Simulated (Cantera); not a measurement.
A perfectly stirred reactor is fed with 32.1 % H2, 13.4 % O2, 50.4 % N2, 4.17 % H2O, equivalence ratio 1.2, at 2250 Torr; it is adiabatic with a 625 K inlet, and is followed from long to short residence time, starting on the burning branch (τ in s: 0.28, 0.11, 0.044, 0.018, 0.0071, 0.0028, 0.0011, 0.00046, 0.00018, 7.3e-05, 2.9e-05, 1.2e-05).

Cantera simulation using the H2/O2 subset of GRI-Mech 3.0, which has no nitrogen chemistry; the numbers are that mechanism's predictions, not measurements. The hydrogen kinetics of GRI-Mech 3.0 are dated; newer H2 mechanisms differ, most at raised pressure.

One state of this run: T (K) = 2502; x H2 = 0.0627; x O2 = 0.000513; x H2O = 0.349; x H2O2 = 1.03e-7; x O = 0.000210; x OH = 0.00481. x: mole fraction; the columns are a selection and need not sum to one.

Task: Which value of τ (s) does it belong to?
A) 0.00046
B) 1.2e-5
C) 0.018
D) 0.28

Result: C, 0.018
